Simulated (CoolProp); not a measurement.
Vapour-liquid equilibrium of CH2F2 (R32) (1) + R1234ze(E) (2) at 0.123 MPa; x and y are mole fractions of (1).

Model: multi-fluid Helmholtz-energy mixture model, Tillner-Roth 1997 and Thol 2016; pair parameters Bell 2023, in CoolProp.

Give the bubble temperature and the first vapour's composition at x = 0.05, 0.2, 0.65. Is there an azeotrope?

x = 0.05: 254.4 K, y = 0.202; x = 0.2: 244.8 K, y = 0.555; x = 0.65: 231.2 K, y = 0.885. No azeotrope shows between x = 0.05 and 0.95.

The pair parameters rest on a limited set of measurements; away from them the model extrapolates.
